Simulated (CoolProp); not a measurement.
The fluid at 252.13 K and 0.124 MPa (gas) is heated at constant pressure to 418.4 K. The same conditions are run with several fluids, on thermodynamics alone (safety and materials aside).

The numbers come from the reference Helmholtz-energy equation of state of each fluid (ammonia: Gao 2020; dry air: Lemmon 2000; propane: Lemmon 2009; hydrogen sulfide: Lemmon 2006) in CoolProp. Blends and air are pseudo-pure fits.

Q: Rank ammonia, dry air, propane, hydrogen sulfide by heat (kJ/kg), highest first.

A: ammonia (370), propane (308), hydrogen sulfide (171), dry air (168)

| fluid | final density (kg/m³) |
|---|---|
| ammonia | 0.609 |
| dry air | 1.03 |
| propane | 1.58 |
| hydrogen sulfide | 1.22 |
